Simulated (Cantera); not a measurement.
An isothermal, constant-pressure homogeneous reactor starts with 98.0 % N2O, 1.96 % H2O, at 1500 K and 4.13 Torr.

Model: GRI-Mech 3.0 (53 species, 325 reactions), integrated in Cantera. GRI-Mech 3.0 was tuned for natural gas; its chemistry of N2O as a main component is partial and can be far from experiment. Radical loss at walls, strong at low pressure, is not modelled. The temperature is held fixed by assumption; the heat of reaction is taken as removed at once.

One state of this run: x N2O = 4.42e-6; x H2O = 0.0131; x NO = 0.140; x H2 = 6.70e-7; x HO2 = 2.23e-8; x O2 = 0.259; x OH = 0.000111. x: mole fraction; the columns are a selection and need not sum to one.

Q: Which value of t (s) does it belong to?
A. 0.00136
B. 7.00e-6
C. 51.8
D. 0.0458

A: C, 51.8
